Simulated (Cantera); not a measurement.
Feed: 1 mol BN, 0.12 mol O2, 18 mol N2, equilibrated at 1748.15 K.

These are equilibrium values from Cantera (NASA tables, ideal gas, pure condensed phases), not measurements of a reactor. Candidate condensed phases: B, BN, B2O3; 17 gas species. Mutual solubility and eutectic melting of coexisting phases are not modelled. Equilibrium is a limit: real reactors are often held back by kinetics, nucleation or transport.

log p: log10 of the partial pressure in bar; n: condensed amount in mol.

```
P (Pa)  log p N2  log p BO  log p B2O3  log p B2O2  n BN(s)  n B2O3(l)
------  --------  --------  ----------  ----------  -------  ---------
1          -5.01     -6.91      -11.67       -8.46    0.759          0
5.20           ?         ?           ?           ?    0.760          0
27         -3.57     -5.73       -7.41       -6.11    0.763          0
140        -2.86     -5.33       -5.87       -5.31    0.778          0
720        -2.15     -5.08       -4.74       -4.80    0.806          0
3700       -1.43     -4.90       -3.87       -4.46    0.827          0
19000          ?     -4.77           ?       -4.18    0.835          0
100000      0.00     -4.78       -2.79       -4.21    0.839     0.0497
```

Q: Fill in the missing entries.

A: 
- 5.20, log p N2: -4.29
- 5.20, log p BO: -6.26
- 5.20, log p B2O3: -9.37
- 5.20, log p B2O2: -7.18
- 19000, log p N2: -0.72
- 19000, log p B2O3: -3.10
